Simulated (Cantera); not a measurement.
Charge: 1 mol Ti(OiPr)₄, 1.5 mol C₃H₈, 3 mol H₂, equilibrated at 10.0 mbar.

Equilibrium computed with Cantera from the NASA thermochemical tables; the gas is ideal and each condensed phase is pure. Candidate condensed phases: C, C₆H₆, C₇H₈, C₈H₁₈, H₂O, Ti, TiC, TiO, TiO₂, Ti₂O₃, Ti₃O₅, Ti₄O₇; 113 gas species. The feed counts by its element totals alone. TiC: taken at fixed stoichiometry. Condensed phases not in the tables: Magnéli phases beyond Ti₄O₇. Rates play no part.

x: gas mole fraction; n: condensed amount in mol.

```
T (K)   x H₂    x CO       x H     x CH₄  x C₂H₂ (acetylene)     x H₂O  n C(graphite)  n TiO₂(rutile)  n Ti₄O₇(s)  n TiC(s)
-----  -----  ------  --------  --------  ------------------  --------  -------------  --------------  ----------  --------
1023   0.919  0.0798   3.97e-8  0.000634             1.93e-9  0.000201           14.5            1.00           0         0
1123   0.911  0.0891   4.06e-7  0.000243             2.00e-8   5.35e-5           14.2               0       0.250         0
1223   0.852   0.148   2.77e-6   9.67e-5             1.33e-7   2.54e-5           11.5               0           0      1.00
1323   0.852   0.148   1.46e-5   4.93e-5             7.03e-7   9.25e-6           11.5               0           0      1.00
1423   0.852   0.148   6.13e-5   2.76e-5             2.92e-6   3.89e-6           11.5               0           0      1.00
1523   0.852   0.148  0.000213   1.67e-5             1.01e-5   1.84e-6           11.5               0           0      1.00
1623   0.851   0.148       [?]       [?]                 [?]       [?]           11.5               0           0      1.00
1723   0.850   0.148       [?]       [?]                 [?]       [?]           11.5               0           0      1.00
1823   0.848   0.148   0.00399   5.13e-6            0.000179   3.19e-7           11.5               0           0      1.00
1923   0.843   0.148   0.00865   3.74e-6            0.000381   2.01e-7           11.5               0           0      1.00
```

Task: Fill in the missing entries.

Result: 
- 1723, x H: 0.00168
- 1723, x CH₄: 7.27e-6
- 1723, x C₂H₂ (acetylene): 7.69e-5
- 1723, x H₂O: 5.35e-7
- 1623, x H: 0.000638
- 1623, x CH₄: 1.07e-5
- 1623, x C₂H₂ (acetylene): 2.97e-5
- 1623, x H₂O: 9.55e-7
